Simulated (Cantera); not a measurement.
Input: 1 mol Ta(OEt)5, 0.54 mol CH4, 3.8 mol H2, held at 1050 K and 0.00420 bar.

Equilibrium computed with Cantera from the NASA thermochemical tables; the gas is ideal and each condensed phase is pure. Candidate condensed phases: C, C6H6, C7H8, C8H18, H2O, Ta, TaC, Ta2O5; 113 gas species. The feed counts by its element totals alone. TaC: taken at fixed stoichiometry. Condensed phases not in the tables: Ta2C. Equilibrium is a limit: real reactors are often held back by kinetics, nucleation or transport.

**Question.** What is the equilibrium state?

**Answer.** 
```
Property                                Result
-----------------------------------  ---------
x(H2)                                    0.776
x(CO)                                    0.223
x(CH4)                                0.000145
x(H2O)                                0.000132
x(CO2)                                 4.48e-5
n(C(graphite))                        4.54 mol
n(TaC(s))                             1.00 mol
gas amount                           22.37 mol
log10 activity of Ta2O5(s) (absent)      -1.25
log10 activity of Ta(s) (absent)         -7.01
```
